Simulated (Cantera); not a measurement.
# Thermodynamics of boron, boron nitride and boron oxide, feed B₂H₆ + H₂O

Feed: 1 mol B₂H₆, 0.059 mol H₂O, equilibrated at 1330 Pa.

Equilibrium computed with Cantera from the NASA thermochemical tables; the gas is ideal and each condensed phase is pure. Candidate condensed phases: B, B₂O₃, B₃O₃H₃, H₂O; 23 gas species. The feed counts by its element totals alone. The tables' values for BH₂ are old estimates; treat these amounts as uncertain. The numbers say what is thermodynamically allowed, not how fast it happens.

```tsv
T (°C)	x H₂	x H	x HBO	x BO	n B(s)
1300	0.982	0.000349	0.0155	0.000129	1.94
1350	0.982	0.000593	0.0158	0.000210	1.94
1400	0.981	0.000977	0.0160	0.000329	1.94
1450	0.981	0.00156	0.0161	0.000500	1.94
1500	0.980	0.00244	0.0161	0.000736	1.94
1550	0.978	0.00371	0.0160	0.00106	1.94
1600	0.976	0.00552	0.0158	0.00147	1.94
1650	0.973	0.00805	0.0154	0.00200	1.94
1700	0.970	0.0115	0.0150	0.00264	1.94
1750	0.965	0.0162	0.0143	0.00340	1.94
```
x: gas mole fraction; n: condensed amount in mol.

From 1300 °C to 1750 °C the condensed part is B(s). The main B-bearing gas is HBO throughout.
